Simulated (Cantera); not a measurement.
Input: 1 mol TEOS, 1.5 mol O₂, held at 49.0 mbar.

Method: chemical equilibrium by Gibbs-energy minimisation in Cantera with the NASA 1993 tables (ideal gas, pure condensed phases). Candidate condensed phases: C, C₆H₆, C₇H₈, C₈H₁₈, H₂O, Si, SiC, SiO₂; 123 gas species. The feed counts by its element totals alone. The tables hold silica as quartz up to 1696 K and as liquid above; real silica turns to tridymite and cristobalite and melts near 1996 K. Rates play no part.

**Question.** Which condensed phases are stable at each of these points (T (K)): 1473, 1573, 1673, 1773, 1873, 1973, 2073?

**Answer.** 
```csv
T (K),condensed phases,Si condensed (%)
1473,C(graphite) + SiO₂(β-quartz),99.3
1573,C(graphite) + SiC(s),98.2
1673,C(graphite) + SiC(s),97.4
1773,C(graphite) + SiC(s),96.4
1873,C(graphite) + SiC(s),95.3
1973,C(graphite) + SiC(s),93.9
2073,C(graphite) + SiC(s),92.1
```

At 1473 K the condensed part is C(graphite) + SiO₂(β-quartz). From 1573 K to 2073 K the condensed part is C(graphite) + SiC(s).
